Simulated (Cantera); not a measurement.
A diamond (100) surface in a fixed gas of H2 with x(CH4) = 0.014, x(H) = 0.0091, x(CH3) = 0.00033, 0.0217 atm; coverages are run to steady state.

Cantera simulation using the Harris–Goodwin 1993 mechanism for the reconstructed diamond (100) surface; the numbers are that mechanism's predictions, not measurements.

One state of this run: growth (µm/h) = 3.94; θ c6HH = 0.505; θ c6H* = 0.0275; θ c6*H = 0.436; θ c6** = 0.0179; θ c6HM = 0.00896. θ: site fractions in the mechanism's names (c6HH fully hydrogenated, c6H* and c6*H radical sites, c6** diradical, c6HM methylated).

Q: Which value of T (K) does it belong to?
A. 950
B. 1400
C. 1175
D. 1100

A: D, 1100
